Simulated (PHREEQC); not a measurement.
FeCl3 is added in steps, without added water, to 1 kg of water holding 0.004 mol CaSO4, 0.00027 mol CO2 and 7.6e-05 mol NaCl, at 71 °C. Oxygen is held at 0.21 atm. CO2 is held at log p = -1 (atm). Only these solids could form: Calcite, Gypsum, Portlandite, Fe(OH)3(a), Jarosite-Na, Halite, Mirabilite, Nahcolite, Natron.

Base run: PHREEQC, ion-association model, wateq4f.dat. Each further column changes one thing. The table gives Jarosite-Na (mol).

```tsv
FeCl3 added (mol)	base	metal-ligand complexes left out	all activity coefficients set to 1	Debye-Hückel limiting law	Davies equation for every ion
0	0	0	0	0	0
0.00075	4.55e-5	5.75e-5	6.27e-5	3.95e-5	4.50e-5
0.00175	6.39e-5	7.09e-5	7.20e-5	5.99e-5	6.38e-5
0.0025	6.54e-5	7.20e-5	7.26e-5	6.12e-5	6.53e-5
0.0035	6.43e-5	7.20e-5	7.23e-5	5.90e-5	6.43e-5
0.00425	6.21e-5	7.15e-5	7.17e-5	5.54e-5	6.24e-5
0.00525	5.78e-5	7.05e-5	7.03e-5	4.78e-5	5.84e-5
0.006	5.32e-5	6.94e-5	6.89e-5	3.98e-5	5.43e-5
```

Away from 25 °C the constants follow the database's enthalpies or fits; those with neither stay at their 25 °C values.
